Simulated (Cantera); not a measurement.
Mixture: CH4 : O2 : N2 = 1 : 1 : 3.76 (molar parts), equivalence ratio 2.0, at 6750 Torr, adiabatic and at constant pressure. Ignition delay is the time to a rise of 400 K.

Cantera simulation using GRI-Mech 3.0 (53 species, 325 reactions); the numbers are that mechanism's predictions, not measurements.

### Question
What does this change do: constant volume in place of constant pressure?

### Answer
```tsv
quantity	before	after
delay at 1300 K	2.36 ms	2.18 ms
delay at 1400 K	0.790 ms	0.722 ms
delay at 1500 K	0.284 ms	0.258 ms
delay at 1600 K	0.109 ms	98.8 µs
delay at 1700 K	45.4 µs	40.9 µs
delay at 1800 K	20.6 µs	18.6 µs
delay at 1900 K	10.4 µs	9.29 µs
apparent activation energy between 1700 and 1900 K	200 kJ/mol	200 kJ/mol
```

### Question
What does this change do: N2 3.76 to 7.7 parts?

### Answer
| quantity | before | after |
|---|---|---|
| delay at 1300 K | 2.36 ms | 4.88 ms |
| delay at 1400 K | 0.790 ms | 1.66 ms |
| delay at 1500 K | 0.284 ms | 0.588 ms |
| delay at 1600 K | 0.109 ms | 0.218 ms |
| delay at 1700 K | 45.4 µs | 86.7 µs |
| delay at 1800 K | 20.6 µs | 38.0 µs |
| delay at 1900 K | 10.4 µs | 18.5 µs |
| apparent activation energy between 1700 and 1900 K | 200 kJ/mol | 210 kJ/mol |
